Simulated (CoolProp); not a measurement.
Vapour-liquid equilibrium of R113 (1) + n-hexane (2) at 0.0382 bar; x and y are mole fractions of (1).

Model: multi-fluid Helmholtz-energy mixture model, Marx 1992 and Thol 2019; pair parameters Bell 2016, in CoolProp.

```json
[
 {"x": "0.05", "bubble temperature, mixture model (K)": "262.5", "bubble temperature, Raoult's law (K)": "263.6", "y, mixture model": "0.170", "y, Raoult's law": "0.121"},
 {"x": "0.125", "bubble temperature, mixture model (K)": "259.8", "bubble temperature, Raoult's law (K)": "261.7", "y, mixture model": "0.348", "y, Raoult's law": "0.274"},
 {"x": "0.2", "bubble temperature, mixture model (K)": "257.7", "bubble temperature, Raoult's law (K)": "260.0", "y, mixture model": "0.470", "y, Raoult's law": "0.400"},
 {"x": "0.275", "bubble temperature, mixture model (K)": "256.0", "bubble temperature, Raoult's law (K)": "258.4", "y, mixture model": "0.560", "y, Raoult's law": "0.506"},
 {"x": "0.35", "bubble temperature, mixture model (K)": "254.6", "bubble temperature, Raoult's law (K)": "257.0", "y, mixture model": "0.630", "y, Raoult's law": "0.594"},
 {"x": "0.425", "bubble temperature, mixture model (K)": "253.5", "bubble temperature, Raoult's law (K)": "255.7", "y, mixture model": "0.687", "y, Raoult's law": "0.669"},
 {"x": "0.5", "bubble temperature, mixture model (K)": "252.5", "bubble temperature, Raoult's law (K)": "254.5", "y, mixture model": "0.736", "y, Raoult's law": "0.734"},
 {"x": "0.575", "bubble temperature, mixture model (K)": "251.6", "bubble temperature, Raoult's law (K)": "253.3", "y, mixture model": "0.779", "y, Raoult's law": "0.790"},
 {"x": "0.65", "bubble temperature, mixture model (K)": "250.9", "bubble temperature, Raoult's law (K)": "252.2", "y, mixture model": "0.819", "y, Raoult's law": "0.839"},
 {"x": "0.725", "bubble temperature, mixture model (K)": "250.2", "bubble temperature, Raoult's law (K)": "251.2", "y, mixture model": "0.857", "y, Raoult's law": "0.881"},
 {"x": "0.8", "bubble temperature, mixture model (K)": "249.5", "bubble temperature, Raoult's law (K)": "250.3", "y, mixture model": "0.895", "y, Raoult's law": "0.919"},
 {"x": "0.875", "bubble temperature, mixture model (K)": "248.9", "bubble temperature, Raoult's law (K)": "249.4", "y, mixture model": "0.933", "y, Raoult's law": "0.952"},
 {"x": "0.95", "bubble temperature, mixture model (K)": "248.3", "bubble temperature, Raoult's law (K)": "248.5", "y, mixture model": "0.972", "y, Raoult's law": "0.982"}
]
```

The largest gap from Raoult's law is -2.4 K in bubble temperature, at x = 0.275. No azeotrope shows between x = 0.05 and 0.95.

The pair parameters rest on a limited set of measurements; away from them the model extrapolates.
